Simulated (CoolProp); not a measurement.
Vinyl chloride along the isobar 0.929 MPa: fugacity coefficient from the reference equation and from simpler models built on Tc = 151.9 °C, pc = 5.600 MPa, ω = 0.160; each cubic takes its own stable root.

Computed with CoolProp (reference Helmholtz-energy equation of state, Thol 2022).

```json
[
 {"T (°C)": "75.15", "phase": "gas", "reference": "0.8990"},
 {"T (°C)": "80.65", "phase": "gas", "reference": "0.9040"},
 {"T (°C)": "86.05", "phase": "gas", "reference": "0.9085"},
 {"T (°C)": "91.45", "phase": "gas", "reference": "0.9128"},
 {"T (°C)": "96.95", "phase": "gas", "reference": "0.9168"},
 {"T (°C)": "102.35", "phase": "gas", "reference": "0.9206"},
 {"T (°C)": "107.85", "phase": "gas", "reference": "0.9242"},
 {"T (°C)": "113.25", "phase": "gas", "reference": "0.9275"},
 {"T (°C)": "118.75", "phase": "gas", "reference": "0.9307"},
 {"T (°C)": "124.15", "phase": "gas", "reference": "0.9337"},
 {"T (°C)": "129.65", "phase": "gas", "reference": "0.9365"},
 {"T (°C)": "135.05", "phase": "gas", "reference": "0.9392"},
 {"T (°C)": "140.55", "phase": "gas", "reference": "0.9418"},
 {"T (°C)": "145.95", "phase": "gas", "reference": "0.9442"},
 {"T (°C)": "151.45", "phase": "gas", "reference": "0.9465"},
 {"T (°C)": "156.85", "phase": "gas", "reference": "0.9486"}
]
```

How far does each simpler model (van der Waals, Redlich-Kwong, Peng-Robinson) lie from the reference over these 16 states: mean and median of the absolute difference, and the worst?


- van der Waals: mean 1.2 %, median 1.1 %, worst +2.5 % at 75.15 °C and 0.929 MPa
- Redlich-Kwong: mean 0.2 %, median 0.2 %, worst +0.3 % at 75.15 °C and 0.929 MPa
- Peng-Robinson: mean 0.9 %, median 0.9 %, worst -1.0 % at 107.85 °C and 0.929 MPa
